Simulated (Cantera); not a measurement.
# Thermodynamics of silicon oxide and oxynitride deposition, feed SiH₄ + O₂ + N₂

A closed system holds: 1 mol SiH₄, 0.16 mol O₂, 11 mol N₂, equilibrated at 7.20 mbar.

Cantera equilibrium calculation (NASA polynomials, part measured and part estimated; ideal gas, pure solids and liquids). Candidate condensed phases: H₂O, Si, SiO₂, Si₂N₂O, Si₃N₄; 35 gas species. N₂ is the only nitrogen source here; it is nearly inert below about 1500 K, so the nitride shown seldom forms there in practice. Mutual solubility and eutectic melting of coexisting phases are not modelled. The tables' values for SiN are old estimates; treat these amounts as uncertain. Gases not in the tables: Si₂H₆ and higher silanes. Equilibrium is a limit: real reactors are often held back by kinetics, nucleation or transport.

```json
[
 {"T (K)": "500", "log p N₂": "-2.22", "log p H₂": "-2.94", "log p SiO": "<-14", "log p Si": "<-14", "log p H": "<-14", "n Si₂N₂O(s)": "0.320", "n Si₃N₄(s)": "0.120", "n Si(l)": "0"},
 {"T (K)": "700", "log p N₂": "-2.22", "log p H₂": "-2.94", "log p SiO": "<-14", "log p Si": "<-14", "log p H": "<-14", "n Si₂N₂O(s)": "0.320", "n Si₃N₄(s)": "0.120", "n Si(l)": "0"},
 {"T (K)": "900", "log p N₂": "-2.22", "log p H₂": "-2.94", "log p SiO": "<-14", "log p Si": "<-14", "log p H": "-11.40", "n Si₂N₂O(s)": "0.320", "n Si₃N₄(s)": "0.120", "n Si(l)": "0"},
 {"T (K)": "1100", "log p N₂": "-2.22", "log p H₂": "-2.94", "log p SiO": "-14.13", "log p Si": "<-14", "log p H": "-9.06", "n Si₂N₂O(s)": "0.320", "n Si₃N₄(s)": "0.120", "n Si(l)": "0"},
 {"T (K)": "1300", "log p N₂": "-2.22", "log p H₂": "-2.94", "log p SiO": "-9.87", "log p Si": "-13.09", "log p H": "-7.42", "n Si₂N₂O(s)": "0.320", "n Si₃N₄(s)": "0.120", "n Si(l)": "0"},
 {"T (K)": "1500", "log p N₂": "-2.22", "log p H₂": "-2.94", "log p SiO": "-6.76", "log p Si": "-9.38", "log p H": "-6.22", "n Si₂N₂O(s)": "0.320", "n Si₃N₄(s)": "0.120", "n Si(l)": "0"},
 {"T (K)": "1700", "log p N₂": "-2.22", "log p H₂": "-2.94", "log p SiO": "-4.41", "log p Si": "-6.56", "log p H": "-5.30", "n Si₂N₂O(s)": "0.252", "n Si₃N₄(s)": "0.143", "n Si(l)": "0"},
 {"T (K)": "1900", "log p N₂": "-2.23", "log p H₂": "-2.97", "log p SiO": "-3.76", "log p Si": "-4.90", "log p H": "-4.59", "n Si₂N₂O(s)": "0", "n Si₃N₄(s)": "0", "n Si(l)": "0.653"},
 {"T (K)": "2100", "log p N₂": "-2.24", "log p H₂": "-3.00", "log p SiO": "-3.77", "log p Si": "-3.87", "log p H": "-4.01", "n Si₂N₂O(s)": "0", "n Si₃N₄(s)": "0", "n Si(l)": "0.400"}
]
```
log p: log10 of the partial pressure in bar; n: condensed amount in mol.

From 500 K to 1700 K the condensed part is Si₂N₂O(s) + Si₃N₄(s). From 1900 K to 2100 K the condensed part is Si(l).
